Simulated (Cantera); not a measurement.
Thermodynamics of silicon nitride deposition, feed Si2Cl6 + NH3 + H2

Feed: 1 mol Si2Cl6, a varied amount of NH3, 34 mol H2, at 150 Pa.

Cantera equilibrium calculation (NASA polynomials, part measured and part estimated; ideal gas, pure solids and liquids). Candidate condensed phases: NH4Cl, Si, Si3N4; 28 gas species. The feed counts by its element totals alone. Mutual solubility and eutectic melting of coexisting phases are not modelled. The tables' values for SiCl3 are old estimates. Rates play no part.

Stable condensed phases:

```
T in K \ n(NH3) in mol
         1.8 2.3 3.1   4 5.2 6.8 8.9
   1848    A   A   A   A   A   A   A
   1798    A   A   A   A   A   A   A
   1748    A   A   A   A   A   A   A
   1698    A   A   A   A   A   A   A
   1648    A   A   A   A   A   A   A
   1598    A   A   A   A   A   A   A
   1548    A   A   A   A   A   A   B
   1498    A   A   B   C   C   C   C
   1448    B   C   C   C   C   C   C
   1398    C   C   C   C   C   C   C
   1348    C   C   C   C   C   C   C
```

A: Si; B: Si + Si3N4; C: Si3N4.
